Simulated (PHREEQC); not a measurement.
Consider water at 40 °C with 44 mmol/kgw CdSO4. Closed to the air; pH follows from the charge balance.

All values are PHREEQC results (ion-association model, phreeqc.dat), not measurements.

Precipitation was switched off in this run.

Question: Estimate the pH, density, ionic strength.

Answer: pH 5.94; density 1.000 g/cm³; ionic strength 0.0890 mol/kgw.

Question: In which forms is S present?

Answer: SO4-2 43 %, CdSO4 41 %, Cd(SO4)2-2 16 % of the S.

At this temperature some constants are extrapolated from 25 °C, and those without enthalpy data are left unchanged.
